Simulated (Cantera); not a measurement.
Boron, boron nitride and boron oxide: borazine + NH3 + N2

Input: 1 mol borazine, 0.2 mol NH3, 0.11 mol N2, held at 13.3 mbar.

Equilibrium computed with Cantera from the NASA thermochemical tables; the gas is ideal and each condensed phase is pure. Candidate condensed phases: B, BN; 15 gas species. The feed counts by its element totals alone. Mutual solubility and eutectic melting of coexisting phases are not modelled. The tables' values for BH2 are old estimates; treat these amounts as uncertain. The numbers say what is thermodynamically allowed, not how fast it happens.

From 1850 K to 2100 K the condensed part is BN(s). From 2150 K to 2200 K the condensed part is B(s) + BN(s).

```tsv
T (K)	x H2	x N2	x H	x BH2	x B	x BH	x BN	n BN(s)	n B(s)
1850	0.936	0.0597	0.00451	1.97e-5	7.68e-8	3.56e-8	3.63e-9	3.00	0
1900	0.934	0.0597	0.00664	4.18e-5	3.04e-7	1.14e-7	1.24e-8	3.00	0
1950	0.931	0.0596	0.00958	8.52e-5	1.12e-6	3.44e-7	3.95e-8	3.00	0
2000	0.927	0.0595	0.0136	0.000167	3.85e-6	9.81e-7	1.19e-7	3.00	0
2050	0.921	0.0594	0.0189	0.000316	1.25e-5	2.65e-6	3.39e-7	3.00	0
2100	0.914	0.0594	0.0258	0.000580	3.82e-5	6.81e-6	9.19e-7	3.00	0
2150	0.894	0.0708	0.0345	0.000930	0.000102	1.52e-5	2.38e-6	2.91	0.0884
2200	0.822	0.133	0.0442	0.00109	0.000205	2.52e-5	5.88e-6	2.38	0.613
```
x: gas mole fraction; n: condensed amount in mol.
